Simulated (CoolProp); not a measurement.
The fluid at 467.42 K and 0.52 MPa flows at 4.3 m/s in a round tube of 20 mm bore and 15 µm roughness, fully developed (64/Re and Nu = 3.66 if laminar; Colebrook and Gnielinski if turbulent). The same conditions are run with several fluids, on thermodynamics alone (safety and materials aside).

Values from CoolProp's reference Helmholtz-energy equation of state of each fluid (ammonia: Gao 2020; R404A: Lemmon 2003; R143a: Lemmon and Jacobsen 2000; R11: Jacobsen 1992; nitrogen: Span 2000). Blends and air are pseudo-pure fits.

| fluid | Reynolds number | Darcy friction factor | pressure drop (Pa/m) | heat-transfer coefficient (W/(m² K)) | mass flow (kg/h) |
|---|---|---|---|---|---|
| ammonia | ___ | 0.0307 | 32.7 | 92.9 | 11.2 |
| R404A | 60600 | 0.0227 | 139 | 198 | ___ |
| R143a | 57300 | 0.0228 | 121 | 210 | 55.6 |
| R11 | 102000 | 0.0212 | 188 | 172 | 93.3 |
| nitrogen | 12900 | ___ | 52.1 | 70.3 | 18.2 |

Q: Complete the blanks.

A: 
- ammonia, Reynolds number: 11900
- R404A, mass flow (kg/h): 64.6
- nitrogen, Darcy friction factor: 0.0302

Transport values come from each fluid's own correlations; those of R143a, R11 are estimates that may be off by 10 % or more.
